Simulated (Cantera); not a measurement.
Feed: 1 mol CuO, 2 mol CO, 4.1 mol H₂, at 1277 °C and 1.33 mbar.

Equilibrium computed with Cantera from the NASA thermochemical tables; the gas is ideal and each condensed phase is pure. Candidate condensed phases: C, C₆H₆, C₇H₈, C₈H₁₈, Cu, CuO, Cu(OH)₂, Cu₂O, H₂O; 113 gas species. The numbers say what is thermodynamically allowed, not how fast it happens.

Base state: H₂ 0.528, CO 0.296, H₂O 0.135, CO₂ 0.0270, Cu 0.0139, H 0.000627 (mole fractions); condensed: Cu(l).

Problem. What changes in the equilibrium state with this change: H₂ from 4.1 to 16 mol?

Solution. 
| species | before | after |
|---|---|---|
| H₂ | 0.528 | 0.823 |
| CO | 0.296 | 0.107 |
| H₂O | 0.135 | 0.0523 |
| CO₂ | 0.0270 | 0.00243 |
| Cu | 0.0139 | 0.0139 |
| H | 0.000627 | 0.000783 |
| Cu(l), mol | 0.914 | 0.745 |
